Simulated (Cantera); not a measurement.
A perfectly stirred reactor is fed with 5.45 % CH4, 19.8 % O2, 74.7 % N2, at 750 Torr; it is adiabatic with a 700 K inlet, and is followed from long to short residence time, starting on the burning branch (τ in s: 0.056, 0.021, 0.0078, 0.0029, 0.0011, 0.00041, 0.00015, 5.7e-05, 2.1e-05).

Model: GRI-Mech 3.0 (53 species, 325 reactions), integrated in Cantera.

One state of this run: T (K) = 1838; x CH4 = 7.03e-5; x O2 = 0.0896; x HO2 = 7.91e-6; x CH2CO = 1.02e-8; x CH3 = 1.39e-5; x OH = 0.00383; x CH2 = 5.57e-7. x: mole fraction; the columns are a selection and need not sum to one.

**Question.** Which value of τ (s) does it belong to?
(A) 0.056
(B) 2.1e-5
(C) 0.0029
(D) 0.00015

**Answer.** C, 0.0029
